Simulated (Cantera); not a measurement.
Mixture: CH4 : H2 : O2 : N2 = 1 : 1.3 : 1.56 : 5.86 (molar parts), equivalence ratio 1.7, at 38.0 bar, adiabatic and at constant pressure. Ignition delay is the time to a rise of 400 K.

Computed with Cantera and GRI-Mech 3.0 (53 species, 325 reactions). The pressure lies above the range GRI-Mech 3.0 was tuned for (to about 10 atm). Where the delays flatten at high temperature, the 400 K rule measures the pace of heat release, not the induction time.

What does this change do: constant volume in place of constant pressure?


| quantity | before | after |
|---|---|---|
| delay at 1323 K | 25.1 µs | 22.5 µs |
| delay at 1423 K | 10.4 µs | 9.10 µs |
| delay at 1523 K | 5.50 µs | 4.73 µs |
| delay at 1623 K | 3.25 µs | 2.79 µs |
| delay at 1723 K | 2.03 µs | 1.75 µs |
| apparent activation energy between 1673 and 1773 K | 110 kJ/mol | 110 kJ/mol |

What does this change do: pressure from 38.0 bar to 3.90 bar?


| quantity | before | after |
|---|---|---|
| delay at 1323 K | 25.1 µs | 0.126 ms |
| delay at 1423 K | 10.4 µs | 65.4 µs |
| delay at 1523 K | 5.50 µs | 36.3 µs |
| delay at 1623 K | 3.25 µs | 21.5 µs |
| delay at 1723 K | 2.03 µs | 13.4 µs |
| apparent activation energy between 1673 and 1773 K | 110 kJ/mol | 110 kJ/mol |
